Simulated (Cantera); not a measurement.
Ignition delay

Mixture: 22.7 % CH3OH, 16.2 % O2, 61.1 % N2, at 3830 Torr, adiabatic and at constant volume. Ignition delay is the time to a rise of 400 K.

Computed with Cantera and GRI-Mech 3.0 (53 species, 325 reactions). GRI-Mech 3.0 was tuned for natural gas; its chemistry of methanol as a main component is partial and can be far from experiment.

```csv
T0 (K),delay (ms)
1000,119
1100,12.9
1200,2.03
1300,0.429
1400,0.116
1500,0.0384
1600,0.0152
```

```
Item                                                     Value
--------------------------------------------------  ----------
apparent activation energy between 1400 and 1600 K  190 kJ/mol
```
